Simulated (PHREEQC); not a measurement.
A made-up water analysis in mg/L, 25 °C, pH 5.86, pe 0.2: Na 9.99; K 0.25; Ca 8.22; Mg 1.56; Cl 2.03; S(6) as SO4 22.5; Alkalinity as HCO3 27.9; Br 0.132; Fe(2) 1.14; Ba 0.0701; B 0.0803.

Valence states are taken as typed.

Model: ion-association model, wateq4f.dat, run in PHREEQC.

| Quantity | Result |
|---|---|
| ionic strength | 0.00149 mol/kgw |
| charge-balance error | 1.9 % |

```tsv
species	molality	activity	log γ
CO2	0.00136	0.00136	0.000
HCO3-	0.000457	0.000438	-0.018
Na+	0.000434	0.000416	-0.019
SO4-2	0.000225	0.000189	-0.074
Ca+2	0.000198	0.000167	-0.074
Mg+2	6.16e-5	5.20e-5	-0.073
Cl-	5.73e-5	5.48e-5	-0.019
Fe+2	1.91e-5	1.62e-5	-0.073
H3BO3	7.43e-6	7.43e-6	0.000
K+	6.39e-6	6.11e-6	-0.019
CaSO4	6.31e-6	6.31e-6	0.000
MgSO4	2.31e-6	2.31e-6	0.000
Br-	1.65e-6	1.58e-6	-0.019
```

No solid was allowed to form.
